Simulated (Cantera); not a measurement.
## toluene + O₂ + N₂ (carbon deposition, reforming and gasification)

Input: 1 mol toluene, 0.047 mol O₂, 0.21 mol N₂, at 4.30 mbar.

Equilibrium computed with Cantera from the NASA thermochemical tables; the gas is ideal and each condensed phase is pure. Candidate condensed phases: C, C₆H₆, C₇H₈, C₈H₁₈, H₂O; 136 gas species. Equilibrium is a limit: real reactors are often held back by kinetics, nucleation or transport.

| T (K) | x H₂ | x N₂ | x H | x CO | x HCN | n C(graphite) |
|---|---|---|---|---|---|---|
| 1575 | 0.929 | 0.0486 | 0.000611 | 0.0218 | 0.000372 | 6.90 |
| 1625 | 0.928 | 0.0485 | 0.00104 | 0.0218 | 0.000506 | 6.90 |
| 1675 | 0.927 | 0.0484 | 0.00171 | 0.0218 | 0.000675 | 6.90 |
| 1725 | 0.926 | 0.0483 | 0.00273 | 0.0218 | 0.000886 | 6.90 |
| 1775 | 0.925 | 0.0481 | 0.00424 | 0.0218 | 0.00114 | 6.90 |
| 1825 | 0.922 | 0.0479 | 0.00645 | 0.0218 | 0.00145 | 6.90 |
| 1875 | 0.919 | 0.0476 | 0.00958 | 0.0217 | 0.00182 | 6.90 |
| 1925 | 0.914 | 0.0473 | 0.0139 | 0.0217 | 0.00226 | 6.89 |
| 1975 | 0.908 | 0.0469 | 0.0199 | 0.0216 | 0.00275 | 6.89 |
| 2025 | 0.900 | 0.0464 | 0.0278 | 0.0215 | 0.00332 | 6.88 |
x: gas mole fraction; n: condensed amount in mol.

From 1575 K to 2025 K the condensed part is C(graphite). The main C-bearing gas is CO throughout.
